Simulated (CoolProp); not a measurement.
R22 at several states: fugacity coefficient from the reference equation and from simpler models built on Tc = 96.1 °C, pc = 49.90 bar, ω = 0.221; each cubic takes its own stable root.

Computed with CoolProp (reference Helmholtz-energy equation of state, Kamei 1995).

| T (°C) | p (bar) | phase | reference | van der Waals | Redlich-Kwong | Soave-Redlich-Kwong | Peng-Robinson |
|---|---|---|---|---|---|---|---|
| -106.55 | 3.48 | liquid | 0.003087 | 0.1908 | 0.006991 | ? | 0.003407 |
| -103.05 | 1.44 | liquid | 0.01048 | 0.5284 | 0.02335 | 0.01030 | ? |
| -63.75 | 38.7 | liquid | 0.008724 | ? | ? | ? | 0.008897 |
| 123.95 | 22.8 | gas | ? | 0.8875 | ? | 0.8813 | ? |

### Question
Fill in the missing entries.

### Answer

- -106.55, Soave-Redlich-Kwong: 0.003040
- -103.05, Peng-Robinson: 0.01145
- -63.75, van der Waals: 0.09113
- -63.75, Redlich-Kwong: 0.01613
- -63.75, Soave-Redlich-Kwong: 0.008741
- 123.95, reference: 0.8803
- 123.95, Redlich-Kwong: 0.8773
- 123.95, Peng-Robinson: 0.8675
